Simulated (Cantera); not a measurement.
A Cantera script and its output.

```python
import numpy as np
import cantera as ct

gas = ct.Solution("gri30.yaml")
gas.TPX = 1425, 26000, {'C3H8': 1, 'O2': 9.43, 'N2': 35.5}
reactor = ct.IdealGasReactor(gas, energy="on", clone=False)
net = ct.ReactorNet([reactor])
net.rtol, net.atol = 1e-08, 1e-16
show = ['C3H8', 'O2', 'C2H2', 'CO2', 'CO']
times = np.geomspace(2e-06, 2, 10)

steps = ct.SolutionArray(gas, extra=["t"])
rows = []
print(f"{'t/s':>10s}{'T/K':>9s}{'P/Pa':>11s}" + "".join(f"{s:>11s}" for s in show))
for t in times:
    while net.time < t:
        t_next = net.step()
        steps.append(gas.state, t=t_next)
    rows.append([np.interp(t, steps.t, y) for y in (steps.T, steps.P, *steps(*show).X.T)])
    print(f"{t:10.3e}{rows[-1][0]:9.1f}{rows[-1][1]:11.4g}" + "".join(f"{x:11.3e}" for x in rows[-1][2:]))
rate = np.gradient(steps.T, steps.t)
print("integrator steps:", len(steps.t))
if steps.T.max() > steps.T[0] + 200:
    print(f"time of steepest temperature rise: {steps.t[rate.argmax()]:.4e} s")
gas.TPX = 1425, 26000, {'C3H8': 1, 'O2': 9.43, 'N2': 35.5}
gas.equilibrate("UV")
print(f"equilibrium (UV): T = {gas.T:.1f} K  " + "  ".join(f"{s} {gas[s].X[0]:.3e}" for s in show))
```

Output:

```
       t/s      T/K       P/Pa       C3H8         O2       C2H2        CO2         CO
 2.000e-06   1424.8    2.6e+04  2.175e-02  2.053e-01  3.673e-12  1.702e-11  1.548e-10
 9.283e-06   1424.0  2.598e+04  2.166e-02  2.053e-01  9.862e-10  1.160e-08  7.231e-08
 4.309e-05   1420.3  2.594e+04  2.100e-02  2.049e-01  1.723e-07  1.745e-06  9.534e-06
 2.000e-04   1428.7  2.629e+04  1.482e-02  2.001e-01  2.623e-05  1.076e-04  1.102e-03
 9.283e-04   2391.5  4.584e+04  2.987e-51  9.270e-02  4.553e-22  4.435e-02  1.783e-02
 4.309e-03   2555.3  4.846e+04  1.846e-51  9.109e-02  6.970e-22  5.081e-02  1.203e-02
 2.000e-02   2543.6   4.82e+04  1.524e-51  8.700e-02  5.923e-22  5.124e-02  1.166e-02
 9.283e-02   2540.0  4.812e+04  1.436e-51  8.578e-02  5.632e-22  5.137e-02  1.154e-02
 4.309e-01   2540.0  4.812e+04  1.436e-51  8.578e-02  5.632e-22  5.137e-02  1.154e-02
 2.000e+00   2540.0  4.812e+04  1.436e-51  8.578e-02  5.632e-22  5.137e-02  1.154e-02
integrator steps: 1729
time of steepest temperature rise: 3.3640e-04 s
equilibrium (UV): T = 2540.0 K  C3H8 3.182e-51  O2 8.578e-02  C2H2 6.230e-22  CO2 5.137e-02  CO 1.154e-02
```

Computed with Cantera and GRI-Mech 3.0 (53 species, 325 reactions). GRI-Mech 3.0 was tuned for natural gas; its chemistry of propane as a main component is partial and can be far from experiment.
